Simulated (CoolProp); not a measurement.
Saturation properties of ammonia.

Model: reference Helmholtz-energy equation of state, Gao 2020, in CoolProp.

| T (K) | p (MPa) | vapour density (kg/m³) | liquid cp (kJ/(kg K)) |
|---|---|---|---|
| 293.9 | 0.8778 | 6.855 | 4.745 |
| 298.2 | 1.004 | 7.813 | 4.780 |
| 302.5 | 1.144 | 8.876 | 4.819 |
| 306.8 | 1.298 | [?] | 4.862 |
| 311.1 | 1.468 | 11.36 | 4.909 |
| 315.4 | [?] | 12.79 | 4.961 |
| 319.7 | 1.857 | 14.38 | 5.018 |
| 324 | 2.078 | 16.13 | 5.082 |
| 328.3 | [?] | [?] | [?] |
| 332.6 | 2.580 | 20.20 | [?] |
| 336.9 | 2.862 | 22.55 | 5.321 |

**Question.** What belongs in the gaps?

**Answer.** 
- 306.8, vapour density (kg/m³): 10.05
- 315.4, p (MPa): 1.654
- 328.3, p (MPa): 2.319
- 328.3, vapour density (kg/m³): 18.07
- 328.3, liquid cp (kJ/(kg K)): 5.153
- 332.6, liquid cp (kJ/(kg K)): 5.232

It boils at 239.8 K under 1 atm.
